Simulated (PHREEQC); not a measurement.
0.23 g of hydrous ferric oxide (600 m²/g; 0.2 weak and 0.005 strong sites per Fe, Dzombak-Morel constants, diffuse double layer) in 1 kg of water with 0.1 mol/kgw of an inert sodium salt and 0.0064 mmol/kgw ZnCl2, at 25 °C; the pH is set by adding NaOH or the inert anion's acid. O2 is buffered at 0.21 atm. CO2 from the air is kept out. Precipitation was switched off in this run.

Model: ion-association model, wateq4f.dat, run in PHREEQC.

```csv
pH,Zn sorbed (%),surface charge σ (C/m²),surface potential ψ (mV)
3,0.0,0.363,153
3.5,0.0,0.350,151
4,0.0,0.321,147
4.5,0.2,0.273,138
5,1.5,0.215,126
5.5,10.2,0.159,111
6,41.8,0.112,94
6.5,80.7,0.075,74
7,96.6,0.046,53
7.5,99.5,0.023,30
8,99.9,0.005,6
8.5,100.0,-0.013,-18
9,100.0,-0.033,-41
9.5,100.0,-0.059,-64
10,100.0,-0.092,-84
10.5,100.0,-0.134,-103
11,99.9,-0.187,-119
```

The oxide is taken as insoluble; below pH 4 it would dissolve.
